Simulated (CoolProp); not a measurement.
Vapour-liquid equilibrium of diethyl ether (1) + benzene (2) at 0.144 MPa; x and y are mole fractions of (1).

Model: multi-fluid Helmholtz-energy mixture model, Thol 2014 and Thol 2012; pair parameters Bell 2016, in CoolProp.

| x | bubble temperature (K) | y at the bubble point | dew temperature at overall composition x (K) | liquid density (mol/L) |
|---|---|---|---|---|
| 0.05 | 360.7 | 0.158 | 363.7 | 10.22 |
| 0.125 | 354.8 | 0.343 | 361.6 | 10.17 |
| 0.2 | 349.7 | 0.484 | 359.4 | 10.12 |
| 0.275 | 345.2 | 0.592 | 357.1 | 10.06 |
| 0.35 | 341.1 | 0.678 | 354.6 | 9.987 |
| 0.425 | 337.5 | 0.746 | 351.9 | 9.914 |
| 0.5 | 334.2 | 0.802 | 349.0 | 9.836 |
| 0.575 | 331.1 | 0.848 | 345.9 | 9.754 |
| 0.65 | 328.4 | 0.886 | 342.5 | 9.669 |
| 0.725 | 325.8 | 0.918 | 338.6 | 9.581 |
| 0.8 | 323.4 | 0.946 | 334.3 | 9.489 |
| 0.875 | 321.2 | 0.969 | 329.2 | 9.395 |
| 0.95 | 319.2 | 0.988 | 323.0 | 9.299 |

No azeotrope shows between x = 0.05 and 0.95.

Pair parameters are fitted to limited data, so mixtures are less certain than the pure fluids.
